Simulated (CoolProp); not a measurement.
Vapour-liquid equilibrium of carbon dioxide (1) + isobutane (2) at -19.65 °C; x and y are mole fractions of (1).

The numbers come from the multi-fluid Helmholtz-energy mixture model, Span 1996 and Bücker 2006; pair parameters Kunz 2012 in CoolProp.

Question: Give the bubble pressure and the first vapour's composition at x = 0.05, 0.35, 0.5. Is there an azeotrope?

Answer: x = 0.05: 0.2217 MPa, y = 0.669; x = 0.35: 1.016 MPa, y = 0.934; x = 0.5: 1.271 MPa, y = 0.951. No azeotrope shows between x = 0.05 and 0.95.

The pair parameters rest on a limited set of measurements; away from them the model extrapolates.
